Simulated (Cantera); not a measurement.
An adiabatic, constant-pressure homogeneous reactor starts with H2 : O2 : N2 = 1 : 1.32 : 4.95 (molar parts), equivalence ratio 0.38, at 1473 K and 3750 Torr. Integrator tolerance rtol = 1e-08.

Model: the H2/O2 subset of GRI-Mech 3.0, which has no nitrogen chemistry, integrated in Cantera. The hydrogen kinetics of GRI-Mech 3.0 are dated; newer H2 mechanisms differ, most at raised pressure.

What does this change do: initial temperature 1473 to 1525 K?


| quantity | before | after |
|---|---|---|
| time of steepest temperature rise | 3.46 µs | 2.90 µs |
| temperature at 0.800 s | 2394 K | 2435 K |
| equilibrium temperature | 2394 K | 2435 K |
| x(H2) at 0.800 s | 0.000649 (gas-phase equilibrium 0.000649) | 0.000801 (gas-phase equilibrium 0.000801) |
| x(O2) at 0.800 s | 0.119 (gas-phase equilibrium 0.119) | 0.118 (gas-phase equilibrium 0.118) |
| x(OH) at 0.800 s | 0.00710 (gas-phase equilibrium 0.00710) | 0.00813 (gas-phase equilibrium 0.00813) |
| x(H2O) at 0.800 s | 0.143 (gas-phase equilibrium 0.143) | 0.142 (gas-phase equilibrium 0.142) |
| x(H2O2) at 0.800 s | 6.12e-7 (gas-phase equilibrium 6.12e-7) | 6.68e-7 (gas-phase equilibrium 6.68e-7) |

What does this change do: pressure from 3750 Torr to 7500 Torr?


| quantity | before | after |
|---|---|---|
| time of steepest temperature rise | 3.46 µs | 1.91 µs |
| temperature at 0.800 s | 2394 K | 2401 K |
| equilibrium temperature | 2394 K | 2401 K |
| x(H2) at 0.800 s | 0.000649 (gas-phase equilibrium 0.000649) | 0.000480 (gas-phase equilibrium 0.000480) |
| x(O2) at 0.800 s | 0.119 (gas-phase equilibrium 0.119) | 0.119 (gas-phase equilibrium 0.119) |
| x(OH) at 0.800 s | 0.00710 (gas-phase equilibrium 0.00710) | 0.00616 (gas-phase equilibrium 0.00616) |
| x(H2O) at 0.800 s | 0.143 (gas-phase equilibrium 0.143) | 0.144 (gas-phase equilibrium 0.144) |
| x(H2O2) at 0.800 s | 6.12e-7 (gas-phase equilibrium 6.12e-7) | 8.87e-7 (gas-phase equilibrium 8.87e-7) |
